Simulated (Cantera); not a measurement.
A perfectly stirred reactor is fed with CH₄ : CO : O₂ : N₂ = 1 : 0.72 : 2.91 : 11 (molar parts), at 0.360 bar; it is adiabatic with a 748 K inlet, and is followed from long to short residence time, starting on the burning branch (τ in s: 0.22, 0.086, 0.035, 0.014, 0.0056, 0.0022, 0.0009, 0.00036, 0.00014, 5.8e-05, 2.3e-05, 9.3e-06).

Detailed kinetics in Cantera: GRI-Mech 3.0 (53 species, 325 reactions).

One state of this run: T (K) = 1833; x CH₄ = 0.000307; x CO = 0.0406; x O₂ = 0.0562; x N₂O = 5.79e-8; x CH₂O = 3.75e-5; x NO₂ = 1.58e-9; x HCO = 9.73e-6. x: mole fraction; the columns are a selection and need not sum to one.

Problem. Which value of τ (s) does it belong to?
A) 9.3e-6
B) 0.00036
C) 0.00090
D) 5.8e-5

Solution. B, 0.00036
